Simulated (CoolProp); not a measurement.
R227EA at several states: fugacity coefficient from the reference equation and from simpler models built on Tc = 101.8 °C, pc = 29.25 bar, ω = 0.358; each cubic takes its own stable root.

Computed with CoolProp (reference Helmholtz-energy equation of state, Lemmon 2016).

```tsv
T (°C)	p (bar)	phase	reference
90.85	6.15	gas	0.9208
15.45	0.326	gas	0.9903
144.35	0.538	gas	0.9957
80.45	0.115	gas	0.9983
86.85	83.9	liquid	0.2499
```

Q: How far does each simpler model (Redlich-Kwong, Soave-Redlich-Kwong, Peng-Robinson) lie from the reference over these 5 states: mean and median of the absolute difference, and the worst?

A: 
- Redlich-Kwong: mean 2.4 %, median 0.2 %, worst +11.5 % at 86.85 °C and 83.9 bar
- Soave-Redlich-Kwong: mean 1.3 %, median 0.1 %, worst +6.2 % at 86.85 °C and 83.9 bar
- Peng-Robinson: mean 0.4 %, median 0.1 %, worst -1.0 % at 86.85 °C and 83.9 bar
